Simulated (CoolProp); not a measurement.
Ammonia along the isotherm 358.8 K: density (kg/m³) from the reference equation and from simpler models built on Tc = 405.6 K, pc = 11.36 MPa, ω = 0.256; each cubic takes its own stable root.

Model: reference Helmholtz-energy equation of state, Gao 2020, in CoolProp.

| p (MPa) | phase | reference |
|---|---|---|
| 0.018 | gas | 0.1029 |
| 0.0264 | gas | 0.1509 |
| 0.0387 | gas | 0.2214 |
| 0.0568 | gas | 0.3252 |
| 0.0834 | gas | 0.4781 |
| 0.122 | gas | 0.7008 |
| 0.18 | gas | 1.037 |
| 0.264 | gas | 1.528 |
| 0.387 | gas | 2.254 |
| 0.568 | gas | 3.341 |
| 0.834 | gas | 4.980 |
| 1.22 | gas | 7.451 |
| 1.8 | gas | 11.41 |
| 2.64 | gas | 17.77 |
| 3.87 | gas | 29.17 |
| 5.68 | liquid | 496.1 |

Problem. How far does each simpler model (van der Waals, Redlich-Kwong, Soave-Redlich-Kwong, Peng-Robinson) lie from the reference over these 16 states: mean and median of the absolute difference, and the worst?

Solution. 
- van der Waals: mean 7.3 %, median 0.5 %, worst -91.2 % at 358.8 K and 5.68 MPa
- Redlich-Kwong: mean 2.7 %, median 0.3 %, worst -28.1 % at 358.8 K and 5.68 MPa
- Soave-Redlich-Kwong: mean 2.2 %, median 0.2 %, worst -23.9 % at 358.8 K and 5.68 MPa
- Peng-Robinson: mean 1.3 %, median 0.1 %, worst -13.7 % at 358.8 K and 5.68 MPa

At some of these states van der Waals gives the other phase, because its saturation line lies elsewhere.
